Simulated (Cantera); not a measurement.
Input (Python, Cantera) and output of one run.

```python
import numpy as np
import cantera as ct

gas_names = """
    H HO2 H2 H2O H2O2 O OH O2 O3 Pb PbO Pb2
""".split()
cond_names = """
    H2O(s) H2O(L) Pb(cr) Pb(L) PbO(rd) PbO(yw) PbO(L) PbO2(s) Pb3O4(s)
""".split()


# ... load() reads the species with a 1 bar reference pressure and builds the phases ...
atoms = {
    'Pb': {'Pb': 1},
    'H2': {'H': 2},
    'O2': {'O': 2},
}
top_T = {'Pb3O4(s)': 820}  # K; cautious upper limits of use, not melting points


# ... equilibrate(T, P, feed) seeds the gas with the atoms and calls Mixture.equilibrate('TP', solver="vcs", rtol=1e-11, max_steps=5000) ...
results = []
feed = {'Pb': 1, 'H2': 0.59, 'O2': 0.39}  # mol
P = 1333.22  # Pa
for T in [548, 623, 698, 773, 848, 923, 998, 1073, 1148, 1223, 1298, 1373, 1448]:
    mix = equilibrate(T, P, feed)
    results.append((T, P, feed, dict(zip(mix.species_names, mix.species_moles))))

top = {s: max(r[3][s] / sum(r[3][g] for g in gas_names) for r in results) for s in gas_names}
cols = sorted((s for s in top if top[s] > 1e-05), key=lambda s: -top[s])[:7]
seen = [c for c in cond_names if any(r[3].get(c, 0) > 1e-12 for r in results)]
print("log10 of partial pressures in bar; condensed amounts in mol")
print(f"{'T/K':>10s}" + "".join(f"{s[:9]:>10s}" for s in cols + seen))
for T, P, feed, n in results:
    ng = sum(n[g] for g in gas_names)
    print(f"{T:10.4g}" + "".join(f"{np.log10(max(n[s] / ng * P / 1e5, 1e-99)):10.3f}" for s in cols)
          + "".join(f"{n.get(c, 0):10.4g}" for c in seen))
```

Result:

```
log10 of partial pressures in bar; condensed amounts in mol
       T/K       H2O        Pb       PbO        H2       Pb2        O2        OH    Pb(cr)     Pb(L)   PbO(rd)   PbO(yw)    PbO(L)
       548    -1.875   -12.883   -18.663    -6.836   -23.920   -31.377   -22.029      0.81         0      0.19         0         0
       623    -1.875   -10.683   -15.394    -6.536   -20.195   -26.363   -18.922         0      0.81      0.19         0         0
       698    -1.875    -8.993   -12.841    -6.320   -17.349   -22.376   -16.468         0      0.81      0.19         0         0
       773    -1.875    -7.637   -10.795    -6.135   -15.067   -19.174   -14.491         0      0.81         0      0.19         0
       848    -1.875    -6.524    -9.120    -5.975   -13.198   -16.548   -12.865         0    0.8099         0      0.19         0
       923    -1.875    -5.596    -7.725    -5.835   -11.641   -14.356   -11.504         0    0.8098         0    0.1901         0
       998    -1.876    -4.810    -6.545    -5.711   -10.325   -12.499   -10.350         0    0.8092         0    0.1901         0
      1073    -1.878    -4.136    -5.536    -5.601    -9.198   -10.908    -9.358         0    0.8066         0      0.19         0
      1148    -1.885    -3.553    -4.664    -5.507    -8.223    -9.530    -8.500         0    0.7972         0    0.1892         0
      1223    -1.910    -3.042    -3.965    -5.378    -7.371    -8.448    -7.788         0    0.7663         0         0     0.185
      1298    -1.986    -2.592    -3.361    -5.304    -6.621    -7.517    -7.192         0    0.6638         0         0    0.1654
      1373    -2.266    -2.193    -2.827    -5.447    -5.956    -6.694    -6.768         0     0.112         0         0   0.02847
      1448    -2.306    -2.168    -2.797    -5.250    -6.028    -6.184    -6.340         0         0         0         0         0
```

Method: chemical equilibrium by Gibbs-energy minimisation in Cantera with the NASA 1993 tables (ideal gas, pure condensed phases). Each liquid is taken as pure. Mutual solubility and eutectic melting of coexisting phases are not modelled. Gases not in the tables: (PbO)n polymers.
